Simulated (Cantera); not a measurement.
Input: 1 mol BF₃, 5.3 mol O₂, 0.3 mol H₂, equilibrated at 2002 °C and 0.0900 Torr.

Equilibrium computed with Cantera from the NASA thermochemical tables; the gas is ideal and each condensed phase is pure. Candidate condensed phases: B, B₂O₃, B₃O₃H₃, H₂O; 43 gas species. The tables' values for BF₂ are old estimates; treat these amounts as uncertain. Kinetics and transport are ignored.

Base state: O₂ 0.414, O 0.252, F 0.154, BOF 0.110, HF 0.0669, BF₃ 0.00176, H 0.000286, OH 0.000175 (mole fractions); condensed: gas only.

**Question.** What changes in the equilibrium state with this change: BF₃ replaced by B?

**Answer.** 
| species | before | after |
|---|---|---|
| O₂ | 0.414 | 0.518 |
| O | 0.252 | 0.282 |
| BO₂ | 0.000148 | 0.0879 |
| F | 0.154 | 0 |
| BOF | 0.110 | 0 |
| HF | 0.0669 | 0 |
| B₂O₃ | 4.09e-8 | 0.0128 |
| HBO₂ | 3.78e-7 | 0.0238 |
| BO | 2.97e-5 | 0.0157 |
| OH | 0.000175 | 0.0208 |
| H | 0.000286 | 0.0305 |
| BF₃ | 0.00176 | 0 |
| BF₂ | 6.65e-5 | 0 |
| HBO | 1.24e-9 | 6.97e-5 |
| BOF₂ | 1.47e-5 | 0 |

**Question.** What changes in the equilibrium state with this change: BF₃ replaced by B₂O₃?

**Answer.** 
```json
[
 {"species": "O₂", "before": "0.414", "after": "0.473"},
 {"species": "O", "before": "0.252", "after": "0.269"},
 {"species": "BO₂", "before": "0.000148", "after": "0.133"},
 {"species": "F", "before": "0.154", "after": "0"},
 {"species": "BOF", "before": "0.110", "after": "0"},
 {"species": "HF", "before": "0.0669", "after": "0"},
 {"species": "B₂O₃", "before": "4.09e-8", "after": "0.0306"},
 {"species": "HBO₂", "before": "3.78e-7", "after": "0.0269"},
 {"species": "BO", "before": "2.97e-5", "after": "0.0248"},
 {"species": "OH", "before": "0.000175", "after": "0.0149"},
 {"species": "H", "before": "0.000286", "after": "0.0228"},
 {"species": "BF₃", "before": "0.00176", "after": "0"},
 {"species": "HBO", "before": "1.24e-9", "after": "8.23e-5"},
 {"species": "BF₂", "before": "6.65e-5", "after": "0"}
]
```

**Question.** What changes in the equilibrium state with this change: H₂ from 0.3 to 2.3 mol?

**Answer.** 
```csv
species,before,after
O₂,0.414,0.303
O,0.252,0.216
HF,0.0669,0.207
F,0.154,0.00164
H₂,1.36e-7,0.0115
H₂O,5.35e-7,0.0387
H,0.000286,0.0832
OH,0.000175,0.0435
BOF,0.110,0.0786
HBO,1.24e-9,2.41e-5
HBO₂,3.78e-7,0.00630
BF₃,0.00176,1.66e-7
```
